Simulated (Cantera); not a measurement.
# Carbothermic reduction: Fe2O3 + C + CO

Feed: 1 mol Fe2O3, 1.8 mol C, 0.022 mol CO, held at 0.133 bar.

These are equilibrium values from Cantera (NASA tables, ideal gas, pure condensed phases), not measurements of a reactor. Candidate condensed phases: C, Fe, Fe(CO)5, FeO, Fe2O3, Fe3O4; 15 gas species. Each liquid is taken as pure. Mutual solubility and eutectic melting of coexisting phases are not modelled. The tables' stoichiometric FeO is somewhat more stable than real wüstite, so its field is too wide. FeO: taken at fixed stoichiometry. Equilibrium is a limit: real reactors are often held back by kinetics, nucleation or transport.

| T (°C) | log p CO | log p CO2 | log p Fe | log p FeO | log p O | n Fe(γ) | n FeO(s) | n Fe(δ) | n FeO(l) | n Fe(l) |
|---|---|---|---|---|---|---|---|---|---|---|
| 1075 | -0.95 | -1.69 | -8.39 | -11.56 | <-12 | 1.08 | 0.923 | 0 | 0 | 0 |
| 1150 | -0.94 | -1.71 | -7.57 | -10.54 | -12.48 | 1.06 | 0.935 | 0 | 0 | 0 |
| 1225 | -0.94 | -1.73 | -6.84 | -9.62 | -11.52 | 1.05 | 0.946 | 0 | 0 | 0 |
| 1300 | -0.94 | -1.75 | -6.18 | -8.80 | -10.65 | 1.04 | 0.956 | 0 | 0 | 0 |
| 1375 | -0.94 | -1.76 | -5.58 | -8.05 | -9.86 | 1.04 | 0.965 | 0 | 0 | 0 |
| 1450 | -0.93 | -1.81 | -5.04 | -7.41 | -9.17 | 0 | 0 | 1.01 | 0.987 | 0 |
| 1525 | -0.92 | -1.85 | -4.54 | -6.82 | -8.54 | 0 | 0 | 0.994 | 1.01 | 0 |
| 1600 | -0.92 | -1.87 | -4.10 | -6.28 | -7.95 | 0 | 0 | 0 | 1.02 | 0.982 |
log p: log10 of the partial pressure in bar; n: condensed amount in mol.

From 1075 °C to 1375 °C the condensed part is Fe(γ) + FeO(s). From 1450 °C to 1525 °C the condensed part is Fe(δ) + FeO(l). At 1600 °C the condensed part is Fe(l) + FeO(l). The main Fe-bearing gas is Fe throughout.
